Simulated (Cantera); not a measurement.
A Cantera script and what it prints.

```python
import numpy as np
import cantera as ct

gas_names = """
    C CH CH2 CH3 CH2OH CH3O CH4 CH3OH CO CO2 COOH C2 C2H CHCO,ketyl C2H2,acetylene C2H2,vinylidene
    CH2CO,ketene C2H3,vinyl CH3CO,acetyl C2H4 C2H4O,ethylen CH3CHO,ethanal CH3COOH (HCOOH)2 C2H5 C2H6
    CH3OCH3 C2H5OH C2O C3 C3H3,propargyl C3H4,allene C3H4,propyne C3H4,cyclo- C3H5,allyl C3H6,propylene
    C3H6,cyclo- C3H6O C3H7,n-propyl C3H7,i-propyl C3H8 C3H8O,1propanol C3H8O,2propanol C3O2 C4 C4H2
    C4H4,1,3-cyclo- C4H6,butadiene C4H6,2-butyne C4H6,cyclo- C4H8,1-butene C4H8,cis2-buten
    C4H8,tr2-butene C4H8,isobutene C4H8,cyclo- (CH3COOH)2 C4H9,n-butyl C4H9,i-butyl C4H9,s-butyl
    C4H9,t-butyl C4H10,isobutane C4H10,n-butane C5 C5H6,1,3cyclo- C5H8,cyclo- C5H10,1-pentene
    C5H10,cyclo- C5H11,pentyl C5H11,t-pentyl C5H12,n-pentane C5H12,i-pentane CH3C(CH3)2CH3 C6H2
    C6H5,phenyl C6H5O,phenoxy C6H6 C6H5OH,phenol C6H10,cyclo- C6H12,1-hexene C6H12,cyclo- C6H13,n-hexyl
    C7H7,benzyl C7H8 C7H8O,cresol C7H14,1-heptene C7H15,n-heptyl C7H16,n-heptane C8H8,styrene
    C8H10,ethylbenz C8H16,1-octene C8H17,n-octyl C8H18,isooctane C8H18,n-octane C9H19,n-nonyl
    C10H8,naphthale C10H21,n-decyl C12H9,o-bipheny C12H10,bipheny Ca CaO CaOH CaO2H2 Ca2 H HCO HO2 H2
    HCHO,formaldehy HCOOH H2O H2O2 O OH O2 O3
""".split()
cond_names = """
    C(gr) C6H6(L) C7H8(L) C8H18(L),n-octa Ca(a) Ca(b) Ca(L) CaCO3(caL) CaO(s) CaO(L) CaO2H2(s) H2O(s)
    H2O(L)
""".split()


def load(file, names, dense=False):
    # The tables refer to 1 bar. Condensed volumes are neglected.
    table = {s.name: s for s in ct.Species.list_from_file(file)}
    out = []
    for n in names:
        d = dict(table[n].input_data)
        d["thermo"] = dict(d["thermo"], **{"reference-pressure": 1e5})
        if dense:
            d["equation-of-state"] = {"model": "constant-volume", "density": "1e6 g/cm^3"}
        out.append(ct.Species.from_dict(d))
    return out


gas = ct.Solution(thermo="ideal-gas", species=load("nasa_gas.yaml", gas_names))
cond = {s.name: ct.Solution(thermo="fixed-stoichiometry", species=[s], name=s.name)
        for s in load("nasa_condensed.yaml", cond_names, dense=True)}
atoms = {
    'CaCO3': {'Ca': 1, 'C': 1, 'O': 3},
    'CO2': {'C': 1, 'O': 2},
    'H2': {'H': 2},
}
top_T = {'C(gr)': 4500}  # K; cautious upper limits of use, not melting points


def equilibrate(T, P, feed):
    n = {}
    for name, mol in feed.items():
        for a, k in atoms[name].items():
            n[a] = n.get(a, 0.0) + k * mol
    gas.TPX = T, P, n
    mass = sum(n.values()) * gas.mean_molecular_weight
    gas.equilibrate("TP")
    valid = [c for c in cond.values() if c.min_temp <= T <= top_T.get(c.name, c.max_temp)]
    mix = ct.Mixture([(gas, mass / gas.mean_molecular_weight)] + [(c, 0.0) for c in valid])
    mix.T, mix.P = T, P
    mix.equilibrate("TP", solver="vcs", rtol=1e-11, max_steps=5000)
    return mix


results = []
feed = {'CaCO3': 1, 'CO2': 0.042, 'H2': 0.041}  # mol
P = 1333.22  # Pa
for T in [1675, 1700, 1725, 1750, 1775, 1800, 1825, 1850, 1875, 1900, 1925]:
    mix = equilibrate(T, P, feed)
    results.append((T, P, feed, dict(zip(mix.species_names, mix.species_moles))))
    x = sorted(zip(gas.X, gas.species_names), reverse=True)
    print(f"T = {T:g} K  P = {P:g} Pa  gas = {mix.phase_moles(0):.4g} mol")
    print("   x: " + "  ".join(f"{s} {v:.3e}" for v, s in x if v > 1e-05))
    print("   condensed (mol): " + ("  ".join(f"{mix.phase(i).name} {mix.phase_moles(i):.4g}"
          for i in range(1, mix.n_phases) if mix.phase_moles(i) > 1e-12) or "none"))
```

Result:

```
T = 1675 K  P = 1333.22 Pa  gas = 1.083 mol
   x: CO2 9.243e-01  CO 3.766e-02  H2O 3.734e-02  H2 4.589e-04  O2 1.180e-04  OH 8.477e-05  H 2.154e-05
   condensed (mol): CaO(s) 1
T = 1700 K  P = 1333.22 Pa  gas = 1.083 mol
   x: CO2 9.240e-01  CO 3.787e-02  H2O 3.733e-02  H2 4.477e-04  O2 2.106e-04  OH 1.163e-04  H 2.700e-05
   condensed (mol): CaO(s) 1
T = 1725 K  P = 1333.22 Pa  gas = 1.084 mol
   x: CO2 9.235e-01  CO 3.821e-02  H2O 3.731e-02  H2 4.386e-04  O2 3.665e-04  OH 1.579e-04  H 3.368e-05
   condensed (mol): CaO(s) 1
T = 1750 K  P = 1333.22 Pa  gas = 1.084 mol
   x: CO2 9.227e-01  CO 3.874e-02  H2O 3.727e-02  O2 6.207e-04  H2 4.322e-04  OH 2.117e-04  H 4.188e-05  O 1.614e-05
   condensed (mol): CaO(s) 1
T = 1775 K  P = 1333.22 Pa  gas = 1.084 mol
   x: CO2 9.214e-01  CO 3.956e-02  H2O 3.722e-02  O2 1.019e-03  H2 4.295e-04  OH 2.803e-04  H 5.195e-05  O 2.646e-05
   condensed (mol): CaO(s) 1
T = 1800 K  P = 1333.22 Pa  gas = 1.085 mol
   x: CO2 9.196e-01  CO 4.078e-02  H2O 3.714e-02  O2 1.615e-03  H2 4.311e-04  OH 3.663e-04  H 6.439e-05  O 4.235e-05
   condensed (mol): CaO(s) 1
T = 1825 K  P = 1333.22 Pa  gas = 1.086 mol
   x: CO2 9.169e-01  CO 4.250e-02  H2O 3.704e-02  O2 2.463e-03  OH 4.718e-04  H2 4.381e-04  H 7.983e-05  O 6.604e-05
   condensed (mol): CaO(s) 1
T = 1850 K  P = 1333.22 Pa  gas = 1.087 mol
   x: CO2 9.134e-01  CO 4.482e-02  H2O 3.690e-02  O2 3.610e-03  OH 5.991e-04  H2 4.509e-04  O 1.003e-04  H 9.907e-05
   condensed (mol): CaO(s) 1
T = 1875 K  P = 1333.22 Pa  gas = 1.089 mol
   x: CO2 9.089e-01  CO 4.782e-02  H2O 3.674e-02  O2 5.091e-03  OH 7.501e-04  H2 4.698e-04  O 1.486e-04  H 1.231e-04
   condensed (mol): CaO(s) 1
T = 1900 K  P = 1333.22 Pa  gas = 1.091 mol
   x: CO2 9.032e-01  CO 5.153e-02  H2O 3.653e-02  O2 6.928e-03  OH 9.269e-04  H2 4.951e-04  O 2.150e-04  H 1.529e-04
   condensed (mol): CaO(s) 1
T = 1925 K  P = 1333.22 Pa  gas = 1.094 mol
   x: CO2 8.964e-01  CO 5.599e-02  H2O 3.629e-02  O2 9.134e-03  OH 1.132e-03  H2 5.265e-04  O 3.046e-04  H 1.900e-04
   condensed (mol): CaO(s) 1
```

These are equilibrium values from Cantera (NASA tables, ideal gas, pure condensed phases), not measurements of a reactor.
